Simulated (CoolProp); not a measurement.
CF4 (R14) at 298.15 K and 0.929 MPa is compressed adiabatically to 2.48 MPa with isentropic efficiency 0.6. Each further row changes one setting.

The numbers come from the reference Helmholtz-energy equation of state, Platzer 1990 in CoolProp. This equation is an older, rougher fit.

```json
[
 {"case": "as stated", "work (kJ/kg)": "47.4", "final temperature (K)": "?", "final density (kg/m³)": "74.4"},
 {"case": "efficiency 1", "work (kJ/kg)": "?", "final temperature (K)": "?", "final density (kg/m³)": "?"},
 {"case": "efficiency 0.65", "work (kJ/kg)": "?", "final temperature (K)": "?", "final density (kg/m³)": "?"}
]
```

Question: Some entries are withheld; supply them.

Answer: 
- as stated, final temperature (K): 366.1
- efficiency 1, work (kJ/kg): 28.4
- efficiency 1, final temperature (K): 342.7
- efficiency 1, final density (kg/m³): 80.7
- efficiency 0.65, work (kJ/kg): 43.7
- efficiency 0.65, final temperature (K): 361.7
- efficiency 0.65, final density (kg/m³): 75.5
